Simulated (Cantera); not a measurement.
A perfectly stirred reactor is fed with N2O : H2 : N2 = 1 : 0.0089 : 0.52 (molar parts), at 0.133 bar; it is held at 1250 K, and followed from long to short residence time.

Model: GRI-Mech 3.0 (53 species, 325 reactions), integrated in Cantera. GRI-Mech 3.0 was tuned for natural gas; its chemistry of N2O as a main component is partial and can be far from experiment. The mechanism lacks the step 2 NO + O2 → 2 NO2, which can matter for NO2 below about 1400 K. The temperature is held fixed by assumption; the heat of reaction is taken as removed at once.

Predict: x(N2O) at τ = 8.50 s; x(H2) at τ = 8.50 s; x(H2O) at τ = 8.50 s; x(NO) at τ = 8.50 s; x(H2O2) at τ = 8.50 s; x(N2O) at τ = 60.0 ms; x(H2) at τ = 60.0 ms; x(H2O) at τ = 60.0 ms; x(NO) at τ = 60.0 ms; x(H2O2) at τ = 60.0 ms.


| Quantity | Result |
|---|---|
| x(N2O) at τ = 8.50 s | 0.201 |
| x(H2) at τ = 8.50 s | 1.22e-5 |
| x(H2O) at τ = 8.50 s | 0.00482 |
| x(NO) at τ = 8.50 s | 0.0375 |
| x(H2O2) at τ = 8.50 s | 1.02e-9 |
| x(N2O) at τ = 60.0 ms | 0.639 |
| x(H2) at τ = 60.0 ms | 0.000968 |
| x(H2O) at τ = 60.0 ms | 0.00482 |
| x(NO) at τ = 60.0 ms | 0.000899 |
| x(H2O2) at τ = 60.0 ms | 2.00e-8 |
